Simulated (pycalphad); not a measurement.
Computed with pycalphad from the COST 507 light-alloy database (1999), at 1 atm. The database dates from 1999; later assessments differ in places, in temperatures and in the compounds included. Amounts are mole fractions of atoms.

Give the equilibrium state of Al-9.2Mn-10.5Si (at.%) at 550 K.


```
T = 550.00 K, P = 101325 Pa, N = 1 mol of atoms
G = -27330 J/mol, H = -5570 J/mol, S = 39.56 J/(mol K)  (SER reference)
chemical potentials (J/mol): Al -17723, Mn -128475, Si -12177
phase             fraction      x(Al)      x(Mn)      x(Si)
ALMNSI_ALPHA        0.5290     0.7047     0.1739     0.1213
FCC_A1              0.4304     0.9996   8.31e-07   0.000374
DIAMOND_A4          0.0406   1.45e-10       none     1.0000
```

Give the equilibrium state of Al-9.2Mn-10.5Si (at.%) at 1100 K.


```
T = 1100.00 K, P = 101325 Pa, N = 1 mol of atoms
G = -57973 J/mol, H = 26643 J/mol, S = 76.92 J/(mol K)  (SER reference)
chemical potentials (J/mol): Al -51641, Mn -118192, Si -53630
phase             fraction      x(Al)      x(Mn)      x(Si)
LIQUID              0.8208     0.8382     0.0617     0.1001
ALMNSI_BETA         0.1792     0.6417     0.2308     0.1275
```

Database names, with the compositions (at.%) that they take in these runs: ALMNSI_BETA: Al 64 Mn 23 Si 13; ALMNSI_ALPHA: Al 70 Mn 17 Si 12. FCC_A1 is fcc; DIAMOND_A4 is diamond (Si). An entry "none" or "no" means that the model of the phase leaves that element out.
